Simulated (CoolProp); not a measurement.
Vapour-liquid equilibrium of acetone (1) + p-xylene (2) at 0.327 MPa; x and y are mole fractions of (1).

Values from CoolProp's multi-fluid Helmholtz-energy mixture model, Lemmon 2006 and Zhou 2012; pair parameters Bell 2016.

**Question.** Give the bubble temperature and the first vapour's composition at x = 0.35, 0.45, 0.55. Is there an azeotrope?

**Answer.** x = 0.35: 397.8 K, y = 0.831; x = 0.45: 391.1 K, y = 0.875; x = 0.55: 385.7 K, y = 0.906. No azeotrope shows between x = 0.05 and 0.95.

The pair parameters rest on a limited set of measurements; away from them the model extrapolates.
